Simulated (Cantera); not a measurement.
Input (Python, Cantera):

```python
import numpy as np
import cantera as ct

surf = ct.Interface("diamond.yaml", "diamond_100")
gas, bulk = surf.adjacent["gas"], surf.adjacent["diamond"]
k = surf.kinetics_species_index(bulk.species_names[0])
cover = ["c6HH", "c6H*", "c6*H", "c6**", "c6HM", "c6B"]

rows, drift = [], 0.0
print(f"{'xCH3':>10s}{'um/h':>11s}" + "".join(f"{s:>11s}" for s in cover))
for v in [1e-06, 2.5e-06, 6.4e-06, 1.6e-05, 4.1e-05, 0.0001, 0.00026, 0.00067, 0.0017]:
    T, P, xH, xCH3 = 1300, 3100, 0.043, v
    gas.TPX = T, P, {"H": xH, "CH3": xCH3, "CH4": 0.02, "H2": 1 - xH - xCH3 - 0.02}
    surf.TP = bulk.TP = T, P
    surf.coverages = "c6H*:0.1, c6HH:0.9"
    surf.advance_coverages(100.0)
    before = surf.coverages
    surf.advance_coverages(100.0)
    drift = max(drift, np.max(np.abs(surf.coverages - before) / (surf.coverages + 1e-9)))
    rate = surf.net_production_rates[k] * bulk.mean_molecular_weight / bulk.density * 3.6e9
    rows.append([rate, *surf[cover].coverages])
    print(f"{v:10.4g}{rate:11.4e}" + "".join(f"{x:11.3e}" for x in rows[-1][1:]))
```

Output:

```
      xCH3       um/h       c6HH       c6H*       c6*H       c6**       c6HM        c6B
     1e-06 1.5116e-02  3.759e-01  4.962e-02  5.270e-01  4.745e-02  1.178e-06  4.102e-11
   2.5e-06 3.7791e-02  3.759e-01  4.962e-02  5.270e-01  4.745e-02  2.945e-06  1.025e-10
   6.4e-06 9.6742e-02  3.759e-01  4.962e-02  5.270e-01  4.745e-02  7.539e-06  2.625e-10
   1.6e-05 2.4184e-01  3.759e-01  4.962e-02  5.270e-01  4.744e-02  1.885e-05  6.563e-10
   4.1e-05 6.1963e-01  3.759e-01  4.962e-02  5.270e-01  4.743e-02  4.829e-05  1.681e-09
    0.0001 1.5108e+00  3.758e-01  4.961e-02  5.269e-01  4.741e-02  1.177e-04  4.100e-09
   0.00026 3.9243e+00  3.757e-01  4.959e-02  5.267e-01  4.735e-02  3.059e-04  1.065e-08
   0.00067 1.0088e+01  3.754e-01  4.954e-02  5.261e-01  4.719e-02  7.867e-04  2.738e-08
    0.0017 2.5444e+01  3.747e-01  4.941e-02  5.248e-01  4.680e-02  1.986e-03  6.904e-08
```

Detailed kinetics in Cantera: the Harris–Goodwin 1993 mechanism for the reconstructed diamond (100) surface.
